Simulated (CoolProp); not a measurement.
Vapour-liquid equilibrium of cyclohexane (1) + toluene (2) at 1.14 bar; x and y are mole fractions of (1).

Model: multi-fluid Helmholtz-energy mixture model, Zhou 2014 and Lemmon 2006; pair parameters Bell 2016, in CoolProp.

```csv
x,bubble temperature (K),y at the bubble point,dew temperature at overall composition x (K),liquid density (mol/L)
0.05,384.9,0.125,386.7,8.427
0.15,379.6,0.319,384.2,8.453
0.25,375.3,0.463,…,8.470
0.35,371.8,0.574,378.7,8.480
0.45,368.8,0.662,375.7,8.486
0.55,366.2,0.736,372.5,8.489
0.65,…,0.801,369.2,8.491
0.75,362.1,…,365.8,8.493
0.85,360.3,0.916,362.4,8.495
0.95,358.6,0.972,359.2,8.498
```

Q: What belongs in the gaps?

A: 
- 0.25, dew temperature at overall composition x (K): 381.5
- 0.65, bubble temperature (K): 364.0
- 0.75, y at the bubble point: 0.860

No azeotrope shows between x = 0.05 and 0.95.

The pair parameters rest on a limited set of measurements; away from them the model extrapolates.
